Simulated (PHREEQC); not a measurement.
A solution holds 0.11 mol HCl and 0.011 mol ZnSO4 per kg of water, at 90 °C. Closed to the air; pH follows from the charge balance.

Computed with PHREEQC (ion-association model, phreeqc.dat).

No solid was allowed to form.

Q: Estimate the pH, density.

A: pH 1.10; density 0.969 g/cm³.

Q: In which forms is S present?

A: HSO4- 94 %, SO4-2 5.4 %, ZnSO4 1.0 % of the S.

Complexes and solids missing from the database can't appear. Constants without temperature data keep their 25 °C values here.
